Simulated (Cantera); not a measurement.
An isothermal, constant-pressure homogeneous reactor starts with H₂ : O₂ : N₂ = 1.6 : 1 : 19 (molar parts), at 1100 K and 240 Torr.

Detailed kinetics in Cantera: GRI-Mech 3.0 (53 species, 325 reactions). The temperature is held fixed by assumption; the heat of reaction is taken as removed at once.

x: mole fraction; the columns are a selection and need not sum to one.

```json
[
 {"t (s)": "0.000400", "x H₂": "0.0741", "x O₂": "0.0463", "x H": "2.37e-6", "x NO₂": "<1e-12", "x NO": "<1e-12", "x H₂O": "2.98e-6", "x H₂O₂": "7.25e-10"},
 {"t (s)": "0.000900", "x H₂": "0.0258", "x O₂": "0.0259", "x H": "0.0217", "x NO₂": "1.52e-11", "x NO": "4.52e-7", "x H₂O": "0.0373", "x H₂O₂": "4.60e-7"},
 {"t (s)": "0.00203", "x H₂": "0.00359", "x O₂": "0.0119", "x H": "0.00428", "x NO₂": "2.13e-10", "x NO": "3.47e-6", "x H₂O": "0.0705", "x H₂O₂": "5.63e-7"},
 {"t (s)": "0.00456", "x H₂": "0.000910", "x O₂": "0.0100", "x H": "0.000411", "x NO₂": "8.59e-10", "x NO": "3.69e-6", "x H₂O": "0.0756", "x H₂O₂": "6.40e-7"},
 {"t (s)": "0.0103", "x H₂": "0.000189", "x O₂": "0.00968", "x H": "2.97e-5", "x NO₂": "___", "x NO": "3.69e-6", "x H₂O": "0.0767", "x H₂O₂": "4.26e-7"},
 {"t (s)": "0.0231", "x H₂": "3.71e-5", "x O₂": "0.00962", "x H": "2.40e-6", "x NO₂": "___", "x NO": "3.68e-6", "x H₂O": "0.0769", "x H₂O₂": "1.70e-7"},
 {"t (s)": "0.0520", "x H₂": "7.15e-6", "x O₂": "0.00961", "x H": "2.29e-7", "x NO₂": "___", "x NO": "3.66e-6", "x H₂O": "0.0769", "x H₂O₂": "5.49e-8"},
 {"t (s)": "0.117", "x H₂": "1.47e-6", "x O₂": "0.00961", "x H": "2.70e-8", "x NO₂": "___", "x NO": "3.65e-6", "x H₂O": "0.0769", "x H₂O₂": "1.75e-8"},
 {"t (s)": "0.263", "x H₂": "3.62e-7", "x O₂": "0.00961", "x H": "4.21e-9", "x NO₂": "___", "x NO": "3.66e-6", "x H₂O": "0.0769", "x H₂O₂": "6.02e-9"},
 {"t (s)": "0.592", "x H₂": "1.12e-7", "x O₂": "0.00961", "x H": "8.48e-10", "x NO₂": "___", "x NO": "3.67e-6", "x H₂O": "0.0769", "x H₂O₂": "2.27e-9"},
 {"t (s)": "1.33", "x H₂": "4.09e-8", "x O₂": "0.00961", "x H": "2.03e-10", "x NO₂": "___", "x NO": "3.68e-6", "x H₂O": "0.0769", "x H₂O₂": "9.17e-10"},
 {"t (s)": "3.00", "x H₂": "1.65e-8", "x O₂": "0.00961", "x H": "5.45e-11", "x NO₂": "___", "x NO": "3.69e-6", "x H₂O": "0.0769", "x H₂O₂": "3.91e-10"}
]
```

Task: Some entries are withheld; supply them.

Result: 
- 0.0103, x NO₂: 5.35e-9
- 0.0231, x NO₂: 2.12e-8
- 0.0520, x NO₂: 4.22e-8
- 0.117, x NO₂: 4.99e-8
- 0.263, x NO₂: 4.17e-8
- 0.592, x NO₂: 2.88e-8
- 1.33, x NO₂: 1.85e-8
- 3.00, x NO₂: 1.23e-8
